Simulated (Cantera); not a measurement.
Input: 1 mol trisilylamine, 0.45 mol N2, 13 mol NH3, at 1525 K.

Method: chemical equilibrium by Gibbs-energy minimisation in Cantera with the NASA 1993 tables (ideal gas, pure condensed phases). Candidate condensed phases: Si, Si3N4; 18 gas species. The feed counts by its element totals alone. Mutual solubility and eutectic melting of coexisting phases are not modelled. Equilibrium is a limit: real reactors are often held back by kinetics, nucleation or transport.

Task: Which condensed phases are stable at each of these points (P (Pa)): 5, 36, 260, 1900, 14000, 100000?

Result: 
| P (Pa) | condensed phases | Si condensed (%) |
|---|---|---|
| 5 | Si(s) | 99.6 |
| 36 | Si(s) + Si3N4(s) | 99.9 |
| 260 | Si3N4(s) | 100.0 |
| 1900 | Si3N4(s) | 100.0 |
| 14000 | Si3N4(s) | 100.0 |
| 100000 | Si3N4(s) | 100.0 |

At 5.00 Pa the condensed part is Si(s). At 36.0 Pa the condensed part is Si(s) + Si3N4(s). From 260 Pa to 100000 Pa the condensed part is Si3N4(s).
